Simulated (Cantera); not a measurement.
A closed system holds: 1 mol B, 4.9 mol H₂O, at 1198 K and 5.00 mbar.

Method: chemical equilibrium by Gibbs-energy minimisation in Cantera with the NASA 1993 tables (ideal gas, pure condensed phases). Candidate condensed phases: B, B₂O₃, B₃O₃H₃, H₂O; 23 gas species. Gases not in the tables: H₃BO₃. Equilibrium is a limit: real reactors are often held back by kinetics, nucleation or transport.

Base state: H₂O 0.685, H₂ 0.305, HBO₂ 0.00946, (HBO₂)₃ 0.000472 (mole fractions); condensed: B₂O₃(l).

What changes in the equilibrium state with this change: temperature from 1198 K to 1875 K?


```tsv
species	before	after
H₂O	0.685	0.540
H₂	0.305	0.275
HBO₂	0.00946	0.174
BO₂	<1e-9	0.000291
BO	<1e-9	9.02e-5
(HBO₂)₃	0.000472	7.71e-9
B₂O₃(l), mol	0.473	0
```

What changes in the equilibrium state with this change: B replaced by borazine?


| species | before | after |
|---|---|---|
| H₂ | 0.305 | 0.797 |
| N₂ | 0 | 0.159 |
| H₂O | 0.685 | 0.0413 |
| HBO₂ | 0.00946 | 0.00232 |
| (HBO₂)₃ | 0.000472 | 7.00e-6 |
| B₂O₃(l), mol | 0.473 | 1.49 |
The feed counts by its element totals alone. Further candidate phases: BN.
